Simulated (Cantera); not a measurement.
**Ignition delay**

Mixture: CH₄ : C₂H₆ : C₃H₈ : O₂ : N₂ = 1 : 0.11 : 0.2 : 2.6 : 14 (molar parts), equivalence ratio 1.3, at 1.01 bar, adiabatic and at constant volume. Ignition delay is the time to a rise of 400 K.

Model: GRI-Mech 3.0 (53 species, 325 reactions), integrated in Cantera. GRI-Mech 3.0 was tuned for natural gas; its chemistry of propane as a main component is partial and can be far from experiment.

| T0 (K) | delay (ms) |
|---|---|
| 1050 | 79.4 |
| 1125 | 22.7 |
| 1200 | 6.52 |
| 1275 | 2.05 |
| 1350 | 0.738 |
| 1425 | 0.308 |
| 1500 | 0.148 |
| 1575 | 0.0802 |

```yaml
apparent activation energy between 1425 and 1575 K: 170 kJ/mol
```
